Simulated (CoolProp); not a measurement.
Vapour-liquid equilibrium of R22 (1) + R123 (2) at 0.0092 MPa; x and y are mole fractions of (1).

Computed with CoolProp (multi-fluid Helmholtz-energy mixture model, Kamei 1995 and Younglove 1994; pair parameters Bell 2016).

```tsv
x	bubble temperature, mixture model (K)	bubble temperature, Raoult's law (K)	y, mixture model	y, Raoult's law
0.05	___	234.3	0.589	0.602
0.125	222.2	222.4	0.843	0.842
0.2	214.5	215.2	0.922	0.917
0.275	209.2	210.3	0.954	0.950
0.35	___	206.6	___	0.967
0.425	202.5	203.7	___	0.978
0.5	___	201.3	0.986	0.985
0.575	198.3	199.2	0.990	0.989
0.65	196.8	197.5	0.993	0.993
0.725	___	195.9	0.995	0.995
0.8	___	194.5	___	0.997
0.875	193.2	193.3	0.998	0.998
0.95	192.2	192.2	0.999	0.999
```

Q: Complete the blanks.

A: 
- 0.05, bubble temperature, mixture model (K): 234.7
- 0.35, bubble temperature, mixture model (K): 205.4
- 0.35, y, mixture model: 0.971
- 0.425, y, mixture model: 0.980
- 0.5, bubble temperature, mixture model (K): 200.2
- 0.725, bubble temperature, mixture model (K): 195.5
- 0.8, bubble temperature, mixture model (K): 194.3
- 0.8, y, mixture model: 0.996

The largest gap from Raoult's law is -1.2 K in bubble temperature, at x = 0.425. No azeotrope shows between x = 0.05 and 0.95.

The pair parameters rest on a limited set of measurements; away from them the model extrapolates. The gap from Raoult's law changes sign with composition, which may be real or a fault of the pair parameters; it wasn't checked against measurements.
